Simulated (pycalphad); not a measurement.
Computed with pycalphad from the COST 507 light-alloy database (1999), at 1 atm. These are 1990s assessments: newer ones move some temperatures and phases.

Problem. How does the equilibrium phase assembly of Al-57.07Si (at.%) change on cooling from 2077 °C to 237 °C?

Solution. 
```tsv
T (°C)	phases above	phases below
1131.7	liquid	diamond (Si) + liquid
577.0	diamond (Si) + liquid	diamond (Si) + fcc
```
Changes were sought between steps of 40 K, so a narrower field can be missed.
